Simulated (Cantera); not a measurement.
An isothermal, constant-pressure homogeneous reactor starts with C2H6 : N2 = 1 : 9.7 (molar parts), at 1525 K and 1.73 Torr.

Computed with Cantera and GRI-Mech 3.0 (53 species, 325 reactions). GRI-Mech 3.0 stops at C3 and has no aromatics, soot or wall deposition, so with more carbon than oxygen in the feed, carbon stays in small species such as C2H2 where larger ones or solid carbon would form. Radical loss at walls, strong at low pressure, is not modelled.

Question: Predict: x(C2H6) at 300 s; x(CH2) at 300 s; x(CH3) at 300 s; x(HCN) at 300 s; x(C2H4) at 300 s; x(C2H2) at 300 s.

Answer: 
```
Item                                                 Value
----------------  ----------------------------------------
x(C2H6) at 300 s  3.20e-9 (gas-phase equilibrium 7.70e-12)
x(CH2) at 300 s   1.33e-8 (gas-phase equilibrium 4.89e-10)
x(CH3) at 300 s    1.28e-5 (gas-phase equilibrium 4.56e-7)
x(HCN) at 300 s     4.35e-6 (gas-phase equilibrium 0.0829)
x(C2H4) at 300 s   6.44e-6 (gas-phase equilibrium 2.97e-6)
x(C2H2) at 300 s     0.0785 (gas-phase equilibrium 0.0373)
```
